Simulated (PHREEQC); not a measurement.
Solution A (0.00042 mol/kgw Ag2SO4, 0.00024 mol/kgw HF and 0.0074 mol/kgw Na2SO4) is mixed with solution B (0.021 mol/kgw HCl and 0.0023 mol/kgw MnSO4) at 25 °C; shares are by mass of water, 1 kg in all. The system is closed to oxygen. No CO2 enters from the air. Solids allowed: Pyrochroite, Cerargyrite, Ag2O, Ag2SO4, Halite, Mirabilite. Others were left out.

All values are PHREEQC results (ion-association model, wateq4f.dat), not measurements.

```tsv
share of solution B	pH	Cerargyrite (mol)	Cl in solution (mol/kgw)	SO4-2 (mol/kgw)	Ag+ (mol/kgw)	Mn+2 (mol/kgw)	F- (mol/kgw)	HF (mol/kgw)
0	3.89	0	0	0.00739	0.000776	0	0.000205	3.38e-5
0.1	2.85	0.000755	0.00134	0.00639	1.77e-7	0.000166	7.63e-5	0.000139
0.2	2.54	0.000671	0.00353	0.00542	6.73e-8	0.000345	4.07e-5	0.000151
0.25	2.44	0.000629	?	0.00498	5.14e-8	0.000440	3.15e-5	0.000148
0.35	2.28	0.000545	0.00680	0.00420	3.50e-8	0.000636	2.00e-5	0.000136
0.45	2.16	0.000461	0.00899	0.00351	2.65e-8	0.000843	1.32e-5	0.000119
0.55	2.06	0.000377	0.0112	0.00292	2.14e-8	0.00106	8.79e-6	9.91e-5
0.65	1.97	?	?	0.00240	1.80e-8	0.00128	5.74e-6	?
0.75	1.90	0.000209	0.0155	0.00196	1.56e-8	0.00151	3.53e-6	5.64e-5
0.8	1.87	0.000167	0.0166	?	1.46e-8	0.00162	2.63e-6	?
0.9	1.81	8.30e-5	0.0188	0.00138	1.30e-8	0.00185	1.16e-6	?
1	1.76	0	0.0210	0.00105	0	0.00208	0	0
```

Complete the blanks.


- 0.25, Cl in solution (mol/kgw): 0.00462
- 0.65, Cerargyrite (mol): 0.000293
- 0.65, Cl in solution (mol/kgw): 0.0134
- 0.65, HF (mol/kgw): 7.82e-5
- 0.8, SO4-2 (mol/kgw): 0.00175
- 0.8, HF (mol/kgw): 4.53e-5
- 0.9, HF (mol/kgw): 2.28e-5

Species that the database lacks are ignored.
